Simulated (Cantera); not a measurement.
What does this Cantera script print?

```python
import numpy as np
import cantera as ct

gas_names = """
    Ca CaF CaF2 Ca2 F F2 H HF H2 H2F2 H3F3 H4F4 H5F5 H6F6 H7F7
""".split()
cond_names = """
    Ca(a) Ca(b) Ca(L) CaF2(a) CaF2(b) CaF2(L)
""".split()


# ... load() reads the species with a 1 bar reference pressure and builds the phases ...
atoms = {
    'CaF2': {'Ca': 1, 'F': 2},
    'H2': {'H': 2},
}
top_T = {}  # K; cautious upper limits of use, not melting points


# ... equilibrate(T, P, feed) seeds the gas with the atoms and calls Mixture.equilibrate('TP', solver="vcs", rtol=1e-11, max_steps=5000) ...
results = []
P = 0.16  # Pa
for T in [1275, 1325, 1375, 1425, 1475, 1525, 1575, 1625, 1675, 1725, 1775, 1825, 1875]:
    for m in [2, 4.5, 10, 22, 50, 110, 250]:
        feed = {'CaF2': 1, 'H2': m}  # mol
        mix = equilibrate(T, P, feed)
        results.append((T, P, feed, dict(zip(mix.species_names, mix.species_moles))))

for T, P, feed, n in results:
    print(f"{T:7g} {feed['H2']:10.4g}  " + (" + ".join(c for c in cond_names if n.get(c, 0) > 1e-12) or "gas only"))
```

Output:

```
   1275          2  CaF2(a)
   1275        4.5  CaF2(a)
   1275         10  CaF2(a)
   1275         22  CaF2(a)
   1275         50  CaF2(a)
   1275        110  CaF2(a)
   1275        250  gas only
   1325          2  CaF2(a)
   1325        4.5  CaF2(a)
   1325         10  CaF2(a)
   1325         22  CaF2(a)
   1325         50  gas only
   1325        110  gas only
   1325        250  gas only
   1375          2  CaF2(a)
   1375        4.5  CaF2(a)
   1375         10  CaF2(a)
   1375         22  gas only
   1375         50  gas only
   1375        110  gas only
   1375        250  gas only
   1425          2  CaF2(b)
   1425        4.5  gas only
   1425         10  gas only
   1425         22  gas only
   1425         50  gas only
   1425        110  gas only
   1425        250  gas only
   1475          2  gas only
   1475        4.5  gas only
   1475         10  gas only
   1475         22  gas only
   1475         50  gas only
   1475        110  gas only
   1475        250  gas only
   1525          2  gas only
   1525        4.5  gas only
   1525         10  gas only
   1525         22  gas only
   1525         50  gas only
   1525        110  gas only
   1525        250  gas only
   1575          2  gas only
   1575        4.5  gas only
   1575         10  gas only
   1575         22  gas only
   1575         50  gas only
   1575        110  gas only
   1575        250  gas only
   1625          2  gas only
   1625        4.5  gas only
   1625         10  gas only
   1625         22  gas only
   1625         50  gas only
   1625        110  gas only
   1625        250  gas only
   1675          2  gas only
   1675        4.5  gas only
   1675         10  gas only
   1675         22  gas only
   1675         50  gas only
   1675        110  gas only
   1675        250  gas only
   1725          2  gas only
   1725        4.5  gas only
   1725         10  gas only
   1725         22  gas only
   1725         50  gas only
   1725        110  gas only
   1725        250  gas only
   1775          2  gas only
   1775        4.5  gas only
   1775         10  gas only
   1775         22  gas only
   1775         50  gas only
   1775        110  gas only
   1775        250  gas only
   1825          2  gas only
   1825        4.5  gas only
   1825         10  gas only
   1825         22  gas only
   1825         50  gas only
   1825        110  gas only
   1825        250  gas only
   1875          2  gas only
   1875        4.5  gas only
   1875         10  gas only
   1875         22  gas only
   1875         50  gas only
   1875        110  gas only
   1875        250  gas only
```

Method: chemical equilibrium by Gibbs-energy minimisation in Cantera with the NASA 1993 tables (ideal gas, pure condensed phases).
